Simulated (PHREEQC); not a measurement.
1 kg of water holding 0.0045 mol Na2SO4, 0.0061 mol K2SO4 and 0.0098 mol NaCl is evaporated at 20 °C; the solids stay in contact with the brine. The system is closed to CO2. Only these solids could form: Arcanite, Glaserite, Halite, Mirabilite, Misenite, Sylvite, Thenardite.

The series has 28 steps of water left (kg), from 1 to 0.005012.

Computed with PHREEQC (Pitzer model, pitzer.dat).

Task: Which solids form, in which order, and at which step of the series does each first stand?

Result: Glaserite from water left = 0.00903 kg.
